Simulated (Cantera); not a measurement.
A closed system holds: 1 mol SiC, 0.3 mol N2O, 340 mol N2, at 0.310 bar.

These are equilibrium values from Cantera (NASA tables, ideal gas, pure condensed phases), not measurements of a reactor. Candidate condensed phases: C, Si, SiC, SiO2, Si2N2O, Si3N4; 34 gas species. Mutual solubility and eutectic melting of coexisting phases are not modelled. Kinetics and transport are ignored. All values below are at 1573 K.

Base state: N2 0.999, CO 0.000654 (mole fractions); condensed: C(graphite) + Si2N2O(s) + Si3N4(s).

Problem. What changes in the equilibrium state with this change: pressure from 0.310 bar to 2.80 mbar?

Solution. 
```tsv
species	before	after
N2	0.999	0.999
CO	0.000654	0.000497
SiO	1.28e-6	0.000384
C(graphite), mol	0.778	0
Si2N2O(s), mol	0.0773	0
Si3N4(s), mol	0.282	0.0124
SiC(s), mol	0	0.831
```
